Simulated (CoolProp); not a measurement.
R115 along the isobar 3.33 MPa: Z from the reference equation and from simpler models built on Tc = 353.1 K, pc = 3.129 MPa, ω = 0.248; each cubic takes its own stable root.

Values from CoolProp's reference Helmholtz-energy equation of state, Lemmon 2016.

```csv
T (K),phase,reference,van der Waals,Redlich-Kwong,Soave-Redlich-Kwong
292.2,liquid,0.1580,0.2440,0.1764,0.1696
309.2,liquid,0.1588,0.2447,?,0.1735
326.2,liquid,0.1630,0.2508,0.1904,0.1835
343.1,liquid,0.1756,0.2688,0.2141,0.2083
360.1,supercritical,0.4494,0.4422,0.4497,0.4732
377.1,supercritical,0.6230,0.6127,0.6111,0.6363
394.1,supercritical,0.7053,0.6842,0.6878,0.7167
411.1,supercritical,0.7606,0.7327,0.7402,0.7717
428.1,supercritical,?,0.7693,?,0.8130
445,supercritical,0.8335,0.7983,0.8105,0.8452
462,supercritical,0.8593,0.8221,0.8357,0.8713
```

Task: Fill in the missing entries.

Result: 
- 309.2, Redlich-Kwong: 0.1806
- 428.1, reference: 0.8017
- 428.1, Redlich-Kwong: 0.7796
